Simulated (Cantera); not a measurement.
A closed system holds: 1 mol MgF₂, 0.67 mol O₂, 2 mol N₂, equilibrated at 0.570 bar.

Equilibrium computed with Cantera from the NASA thermochemical tables; the gas is ideal and each condensed phase is pure. Candidate condensed phases: Mg, MgF₂, MgO; 24 gas species. Kinetics and transport are ignored.

log p: log10 of the partial pressure in bar; n: condensed amount in mol.

```
T (K)  log p N₂  log p O₂  log p MgF₂    log p NO     log p O  n MgF₂(s)  n MgF₂(l)
-----  --------  --------  ----------  ----------  ----------  ---------  ---------
1023      -0.37     -0.84      -10.39       -4.61       -9.93       1.00          0
1123      -0.37     -0.84       -8.65       -4.20       -8.78       1.00          0
1223      -0.37     -0.84       -7.21       -3.85       -7.82       1.00          0
1323      -0.37     -0.84       -6.00       -3.56       -7.00      1.000          0
1423      -0.37     -0.85  (withheld)  (withheld)  (withheld)      1.000          0
1523      -0.37     -0.85       -4.06       -3.08       -5.68      1.000          0
1623      -0.37     -0.85       -3.39       -2.89       -5.14          0      0.998
1723      -0.37     -0.85  (withheld)  (withheld)  (withheld)          0      0.993
1823      -0.37     -0.85       -2.32       -2.57       -4.25          0      0.977
1923      -0.38     -0.86       -1.87       -2.44       -3.87          0      0.936
```

Fill in the missing entries.


- 1723, log p MgF₂: -2.82
- 1723, log p NO: -2.72
- 1723, log p O: -4.67
- 1423, log p MgF₂: -4.96
- 1423, log p NO: -3.30
- 1423, log p O: -6.29
